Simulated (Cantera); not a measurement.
## Premixed flame

A freely propagating, adiabatic, planar premixed flame of 12.3 % CH₃OH, 18.4 % O₂, 69.3 % N₂, equivalence ratio 1.0, unburnt at 473 K and 1.00 bar; multicomponent transport, grid criteria slope 0.08 and curve 0.16, no radiation.

Computed with Cantera and GRI-Mech 3.0 (53 species, 325 reactions). GRI-Mech 3.0 was tuned for natural gas; its chemistry of methanol as a main component is partial and can be far from experiment. Burning velocities carry a grid error of a few per cent, more on coarse grids.

```csv
z (mm),T (K),u (m/s),x CH₃OH,x O₂,x OH,x C₂H₄,x HCO,x C₂H₂
-0.891,473,0.898,0.123,0.184,<1e-8,<1e-8,<1e-8,<1e-8
-0.594,475,0.904,0.122,0.183,<1e-8,<1e-8,<1e-8,<1e-8
-0.445,481,0.919,0.122,0.182,<1e-8,<1e-8,<1e-8,<1e-8
-0.297,533,1.03,0.119,0.177,<1e-8,2.29e-8,<1e-8,<1e-8
-0.148,862,1.72,0.0928,0.147,2.43e-7,2.68e-7,2.42e-8,7.72e-8
-0.0742,1240,2.54,0.0529,0.112,4.52e-5,6.96e-7,1.17e-5,2.00e-7
0,1657,3.50,0.00743,0.0715,0.00161,1.24e-6,0.000246,4.09e-7
0.0742,1800,3.82,5.84e-5,0.0466,0.00585,2.02e-7,2.33e-5,1.68e-7
0.148,1851,3.91,1.10e-7,0.0343,0.00853,<1e-8,3.52e-7,1.24e-8
0.297,1922,4.03,<1e-8,0.0260,0.00995,<1e-8,9.84e-8,<1e-8
0.594,2008,4.18,<1e-8,0.0215,0.0101,<1e-8,5.58e-8,<1e-8
1.19,2100,4.34,<1e-8,0.0178,0.00931,<1e-8,2.89e-8,<1e-8
2.38,2183,4.49,<1e-8,0.0143,0.00804,<1e-8,1.32e-8,<1e-8
```
x: mole fraction of selected species; z is measured from the peak of heat release.

```
Item                          Value
------------------------  ---------
laminar burning velocity  89.6 cm/s
thermal thickness          0.297 mm
peak x(OH)                   0.0101
peak x(C₂H₄)                1.24e-6
peak x(HCO)                0.000246
peak x(C₂H₂)                4.20e-7
```
